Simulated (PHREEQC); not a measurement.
Consider water at 20 °C with 0.071 mol FeCl3, 2.6e-05 mol H3AsO4, 0.00021 mol H2SO4 and 0.00046 mol Na2SO4 per kg of water. Closed to the air; pH follows from the charge balance.

Equilibrium calculation in PHREEQC: ion-association model, wateq4f.dat.

The pH comes out as 1.93, the ionic strength is 0.302 mol/kgw and the total alkalinity comes out as -142 meq/kg.

| species | molality | activity | log γ |
|---|---|---|---|
| Cl- | 0.172 | 0.118 | -0.166 |
| FeCl+2 | 0.0282 | 0.00734 | -0.585 |
| Fe+3 | 0.0219 | 0.00243 | -0.954 |
| H+ | 0.0151 | 0.0118 | -0.106 |
| FeCl2+ | 0.00616 | 0.00453 | -0.134 |
| Fe2(OH)2+4 | 0.00438 | 3.20e-5 | -2.136 |
| FeOH+2 | 0.00377 | 0.000981 | -0.585 |

This is a speciation only: nothing precipitates in the calculation. Saturation is exceeded, for instance for Hematite (slow to form), Goethite (slow to form); the values hold only as long as no solid forms. Species that the database lacks are ignored. The database's scorodite may be far more soluble than the real mineral, and it has no iron arsenate complexes; the constant wasn't checked at its source.
